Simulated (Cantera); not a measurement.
Thermodynamics of carbon deposition, reforming and gasification, feed CH4 + NH3 + H2

Charge: 1 mol CH4, 0.049 mol NH3, 8.1 mol H2, held at 2.70 bar.

Method: chemical equilibrium by Gibbs-energy minimisation in Cantera with the NASA 1993 tables (ideal gas, pure condensed phases). Candidate condensed phases: C, C6H6, C7H8, C8H18; 110 gas species. Ions and electrons are included (thermal ionisation). The numbers say what is thermodynamically allowed, not how fast it happens.

```
T (°C)    x H2     x H  x C2H2 (acetylene)       x C     x C2H  n C(graphite)
------  ------  ------  ------------------  --------  --------  -------------
2227     0.970  0.0151              0.0105   6.16e-8   1.17e-5          0.750
2477     0.929  0.0401              0.0261   1.40e-6  0.000131          0.398
2727     0.862  0.0892              0.0419   1.66e-5  0.000744              0
2977     0.781   0.173              0.0381  0.000107   0.00201              0
3227     0.664   0.293              0.0314  0.000516   0.00436              0
3477     0.521   0.440              0.0215   0.00192   0.00726              0
3727     0.372   0.592              0.0113   0.00546   0.00875              0
3977     0.243   0.721             0.00437    0.0122   0.00755              0
4227     0.149   0.812             0.00130    0.0217   0.00480              0
4477    0.0886   0.868            0.000303    0.0316   0.00231              0
4727    0.0530   0.901             5.97e-5    0.0388  0.000889              0
```
x: gas mole fraction; n: condensed amount in mol.

From 2227 °C to 2477 °C the condensed part is C(graphite). From 2727 °C to 4727 °C nothing is condensed. The main C-bearing gas is C2H2 (acetylene) at 2227 °C and C at 4727 °C.
